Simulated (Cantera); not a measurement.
Mixture: CH₄ : O₂ : N₂ = 1 : 4.17 : 14.2 (molar parts), equivalence ratio 0.48, at 3.16 atm, adiabatic and at constant volume. Ignition delay is the time to a rise of 400 K.

Model: GRI-Mech 3.0 (53 species, 325 reactions), integrated in Cantera.

Question: Predict: delay at 1175 K; delay at 1250 K; delay at 1325 K; delay at 1400 K; delay at 1475 K; delay at 1550 K; delay at 1625 K; apparent activation energy between 1475 and 1625 K.

Answer: 
```json
{
 "delay at 1175 K": "13.6 ms",
 "delay at 1250 K": "5.04 ms",
 "delay at 1325 K": "2.02 ms",
 "delay at 1400 K": "0.875 ms",
 "delay at 1475 K": "0.410 ms",
 "delay at 1550 K": "0.207 ms",
 "delay at 1625 K": "0.112 ms",
 "apparent activation energy between 1475 and 1625 K": "170 kJ/mol"
}
```
